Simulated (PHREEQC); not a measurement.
0.013 g of hydrous ferric oxide (600 m²/g; 0.2 weak and 0.005 strong sites per Fe, Dzombak-Morel constants, diffuse double layer) in 1 kg of water with 0.05 mol/kgw of an inert sodium salt and 4.9e-07 mol Na2HAsO4 and 8.7e-06 mol Na2SO4, at 25 °C; the pH is set by adding NaOH or the inert anion's acid. O2 is buffered at 0.21 atm. The system is closed to CO2. Nothing may precipitate in this run.

The series has 13 steps of pH, from 4 to 12.

The numbers come from PHREEQC with the ion-association model, wateq4f.dat.

Q: Near which pH is half of the As sorbed, and on which side is more sorbed?

A: Near pH 9.4, with more sorbed at lower pH.

Q: Near which pH is half of the S sorbed, and on which side is more sorbed?

A: Near pH 4.5, with more sorbed at lower pH.

Complexes and solids missing from the database can't appear.
